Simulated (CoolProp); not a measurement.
Nitrogen along the isobar 9880 kPa: Z from the reference equation and from simpler models built on Tc = 126.2 K, pc = 3396 kPa, ω = 0.037; each cubic takes its own stable root.

Model: reference Helmholtz-energy equation of state, Span 2000, in CoolProp.

```json
[
 {"T (K)": "89.7", "phase": "liquid", "reference": "0.4768"},
 {"T (K)": "120.8", "phase": "liquid", "reference": "0.4392"},
 {"T (K)": "151.9", "phase": "supercritical", "reference": "0.5476"},
 {"T (K)": "183", "phase": "supercritical", "reference": "0.7701"},
 {"T (K)": "214.1", "phase": "supercritical", "reference": "0.8893"},
 {"T (K)": "245.1", "phase": "supercritical", "reference": "0.9516"},
 {"T (K)": "276.2", "phase": "supercritical", "reference": "0.9874"},
 {"T (K)": "307.3", "phase": "supercritical", "reference": "1.009"}
]
```

How far does each simpler model (van der Waals, Redlich-Kwong) lie from the reference over these 8 states: mean and median of the absolute difference, and the worst?


- van der Waals: mean 13.5 %, median 6.1 %, worst +39.7 % at 89.7 K and 9880 kPa
- Redlich-Kwong: mean 1.8 %, median 1.4 %, worst +5.1 % at 151.9 K and 9880 kPa
